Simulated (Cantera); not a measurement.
Ignition delay

Mixture: CH₄ : O₂ : N₂ : CO₂ = 1 : 1.43 : 5.86 : 0.041 (molar parts), equivalence ratio 1.4, at 0.533 atm, adiabatic and at constant volume. Ignition delay is the time to a rise of 400 K.

Cantera simulation using GRI-Mech 3.0 (53 species, 325 reactions); the numbers are that mechanism's predictions, not measurements.

```tsv
T0 (K)	delay (ms)
1075	689
1175	138
1275	32.5
1375	8.87
1475	2.82
1575	1.06
1675	0.467
1775	0.234
1875	0.128
1975	0.0758
```

The apparent activation energy between 1775 and 1975 K is 160 kJ/mol.
